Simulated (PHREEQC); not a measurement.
Solution A (150 mmol/kgw Cu(NO3)2, 8.2 mmol/kgw H2SO4 and 13 mmol/kgw Na2SO4) is mixed with solution B (20 mmol/kgw H2SO4 and 43 mmol/kgw NiSO4) at 25 °C; shares are by mass of water, 1 kg in all. Oxygen is held at 0.21 atm. CO2 from the air is kept out. Solids allowed: Cu(OH)2, Brochantite, Antlerite, Cu2(OH)3NO3, Ni(OH)2, Ni4(OH)6SO4, Mirabilite, Chalcanthite, Morenosite. Others were left out.

Computed with PHREEQC (ion-association model, wateq4f.dat).

```csv
share of solution B,pH,Cu+2 (mol/kgw),Ni+2 (mol/kgw),SO4-2 (mol/kgw),NiSO4 (mol/kgw),HSO4- (mol/kgw),CuSO4 (mol/kgw)
0,1.97,0.139,0,0.00776,0,0.00253,0.0107
0.1,1.93,0.123,0.00390,0.00927,0.000398,0.00343,0.0120
0.2,1.89,0.107,0.00765,0.0108,0.000949,0.00448,0.0131
0.3,1.86,0.0912,0.0112,0.0124,0.00167,0.00567,0.0138
0.4,1.83,0.0760,0.0146,0.0140,0.00260,0.00702,0.0140
0.6,1.80,0.0470,0.0205,0.0175,0.00527,0.0103,0.0130
0.7,1.78,0.0335,0.0229,0.0194,0.00715,0.0122,0.0115
0.8,1.78,0.0210,0.0249,0.0216,0.00953,0.0144,0.00895
0.9,1.78,0.00976,0.0262,0.0241,0.0125,0.0169,0.00524
1,1.78,0,0.0267,0.0270,0.0163,0.0197,0
```
